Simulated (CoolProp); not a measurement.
A simple Rankine cycle with n-pentane: condensing at 313.15 K, boiler at 0.679 MPa, turbine inlet 381.3 K, turbine efficiency 0.65, pump efficiency 0.6, no recuperator. Each further row changes one setting.

Values from CoolProp's reference Helmholtz-energy equation of state, Thol 2019.

```json
[
 {"case": "as stated", "thermal efficiency (%)": "?", "net work (kJ/kg)": "41.8", "heat in (kJ/kg)": "462", "turbine exit temperature (K)": "348.9", "volume ratio over the turbine": "6.21"},
 {"case": "turbine inlet 401.3 K", "thermal efficiency (%)": "8.9", "net work (kJ/kg)": "45.2", "heat in (kJ/kg)": "?", "turbine exit temperature (K)": "370.2", "volume ratio over the turbine": "?"},
 {"case": "condensing temperature 305.15 K", "thermal efficiency (%)": "10.0", "net work (kJ/kg)": "48.4", "heat in (kJ/kg)": "481", "turbine exit temperature (K)": "344.9", "volume ratio over the turbine": "?"},
 {"case": "boiler pressure 0.475 MPa", "thermal efficiency (%)": "7.4", "net work (kJ/kg)": "35.0", "heat in (kJ/kg)": "?", "turbine exit temperature (K)": "357.1", "volume ratio over the turbine": "4.18"},
 {"case": "turbine efficiency 0.55", "thermal efficiency (%)": "7.6", "net work (kJ/kg)": "35.2", "heat in (kJ/kg)": "462", "turbine exit temperature (K)": "352.4", "volume ratio over the turbine": "?"}
]
```

**Question.** What belongs in the gaps?

**Answer.** 
- as stated, thermal efficiency (%): 9.0
- turbine inlet 401.3 K, heat in (kJ/kg): 508
- turbine inlet 401.3 K, volume ratio over the turbine: 6.07
- condensing temperature 305.15 K, volume ratio over the turbine: 8.12
- boiler pressure 0.475 MPa, heat in (kJ/kg): 472
- turbine efficiency 0.55, volume ratio over the turbine: 6.27
